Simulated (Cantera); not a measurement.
**Transport properties of process gases**

Gas mixture: 100 % CO2, at 1.00 bar, frozen composition.

Cantera's kinetic-theory transport with the Lennard-Jones parameters of GRI-Mech 3.0, ideal gas; thermal conductivity in the mixture-averaged form.

```tsv
T (K)	ρ (kg/m³)	cp (J/kg/K)	μ (µPa s)	λ (mW/m/K)	Pr	D (cm²/s) CH4	D (cm²/s) H	D (cm²/s) O
400	1.32	937.9	19.8	25.3	0.731	0.297	1.71	0.431
550	0.962	1047	26.0	37.2	0.731	0.527	3.03	0.753
700	0.756	1127	31.5	48.5	0.731	0.804	4.62	1.14
850	0.623	1187	36.4	59.2	0.731	1.12	6.46	1.58
1000	0.529	1234	41.0	69.2	0.731	1.48	8.53	2.08
1150	0.460	1269	45.2	78.6	0.730	1.88	10.8	2.64
1300	0.407	1298	49.3	87.6	0.730	2.31	13.3	3.23
1450	0.365	1320	53.1	96.1	0.729	2.78	16.0	3.88
```
D: mixture-averaged diffusion coefficient of that species in the mixture.
